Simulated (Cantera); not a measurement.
Feed: 1 mol B, 0.6 mol NH3, 1.7 mol H2, 1.6 mol H2O, at 75.0 mbar.

Method: chemical equilibrium by Gibbs-energy minimisation in Cantera with the NASA 1993 tables (ideal gas, pure condensed phases). Candidate condensed phases: B, BN, B2O3, B3O3H3, H2O; 39 gas species. Gases not in the tables: H3BO3. Equilibrium is a limit: real reactors are often held back by kinetics, nucleation or transport.

x: gas mole fraction; n: condensed amount in mol.

```csv
T (K),x H2,x N2,x HBO2,x B2O3,x HBO,x H2O,x H,n B2O3(l)
1073,0.911,0.0667,5.90e-5,1.15e-9,3.20e-8,0.0222,4.88e-8,0.500
1173,0.911,0.0667,0.000304,4.97e-8,5.07e-7,0.0220,4.11e-7,0.499
1273,0.911,0.0666,0.00119,1.16e-6,5.17e-6,0.0216,2.48e-6,0.497
1373,0.909,0.0665,0.00367,1.67e-5,3.78e-5,0.0204,1.16e-5,0.492
1473,0.906,0.0663,0.00921,0.000165,0.000218,0.0176,4.40e-5,0.478
1573,0.900,0.0659,0.0188,0.00120,0.00108,0.0131,0.000141,0.449
1673,0.883,0.0650,?,?,?,?,?,?
1773,0.831,0.0622,0.0502,0.0312,0.0169,0.00564,0.000947,0.180
1873,0.787,0.0599,0.0619,0.0517,?,?,?,0
1973,0.780,0.0598,0.0629,0.0484,0.0303,0.00819,0.00435,0
2073,0.771,0.0596,0.0636,0.0450,0.0331,0.0105,0.00843,0
2173,0.759,0.0593,0.0638,0.0412,0.0352,0.0133,0.0154,0
```

**Question.** What belongs in the gaps?

**Answer.** 
- 1673, x HBO2: 0.0317
- 1673, x B2O3: 0.00678
- 1673, x HBO: 0.00477
- 1673, x H2O: 0.00836
- 1673, x H: 0.000391
- 1673, n B2O3(l): 0.384
- 1873, x HBO: 0.0270
- 1873, x H2O: 0.00624
- 1873, x H: 0.00209
